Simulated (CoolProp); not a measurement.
Saturation properties of sulfur dioxide.

Computed with CoolProp (reference Helmholtz-energy equation of state, Gao 2016).

| T (K) | p (MPa) | liquid density (kg/m³) | vapour density (kg/m³) | liquid cp (kJ/(kg K)) | surface tension (mN/m) |
|---|---|---|---|---|---|
| 232.9 | 0.02128 | 1539 | 0.7107 | 1.361 | 34.5 |
| 251.1 | 0.05740 | 1493 | 1.795 | 1.358 | 30.9 |
| 269.2 | 0.1319 | 1446 | 3.905 | 1.364 | 27.3 |
| 287.3 | 0.2685 | 1397 | 7.610 | 1.379 | 23.8 |
| 305.5 | 0.4981 | 1346 | 13.67 | 1.404 | 20.2 |
| 323.6 | 0.8521 | 1292 | 22.94 | 1.443 | 16.8 |
| 341.7 | 1.369 | 1233 | 36.70 | 1.502 | 13.3 |
| 359.9 | 2.095 | 1167 | 56.91 | 1.595 | 9.93 |
| 378 | 3.068 | 1092 | 86.43 | 1.753 | 6.63 |

It boils at 263.1 K under 1 atm.

Surface tension comes from a separate correlation (Mulero 2012).
